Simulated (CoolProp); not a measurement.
CH3F (R41) along the isobar 40.3 bar: fugacity coefficient from the reference equation and from simpler models built on Tc = 44.1 °C, pc = 59.06 bar, ω = 0.200; each cubic takes its own stable root.

Values from CoolProp's reference Helmholtz-energy equation of state, Lemmon 2006. It is a short technical equation, of lower accuracy than the large ones.

| T (°C) | phase | reference | van der Waals | Redlich-Kwong | Soave-Redlich-Kwong |
|---|---|---|---|---|---|
| 43.35 | gas | 0.7441 | 0.7969 | 0.7731 | 0.7729 |
| 47.65 | gas | 0.7556 | 0.8038 | 0.7821 | 0.7831 |
| 51.85 | gas | 0.7661 | 0.8102 | 0.7905 | 0.7925 |
| 56.15 | gas | 0.7762 | 0.8164 | 0.7986 | 0.8016 |
| 60.35 | gas | 0.7855 | 0.8222 | 0.8061 | 0.8100 |
| 64.65 | gas | 0.7945 | 0.8279 | 0.8134 | 0.8182 |
| 68.85 | gas | 0.8027 | 0.8333 | 0.8202 | 0.8259 |
| 73.15 | gas | 0.8107 | 0.8385 | 0.8268 | 0.8333 |
| 77.35 | gas | 0.8181 | 0.8434 | 0.8329 | 0.8402 |
| 81.65 | gas | 0.8253 | 0.8482 | 0.8390 | 0.8469 |
| 85.95 | gas | 0.8321 | 0.8528 | 0.8447 | 0.8533 |
| 90.15 | gas | 0.8384 | 0.8571 | 0.8501 | 0.8593 |
| 94.45 | gas | 0.8446 | 0.8614 | 0.8553 | 0.8652 |
| 98.65 | gas | 0.8503 | 0.8654 | 0.8602 | 0.8706 |
| 102.95 | gas | 0.8559 | 0.8693 | 0.8650 | 0.8760 |
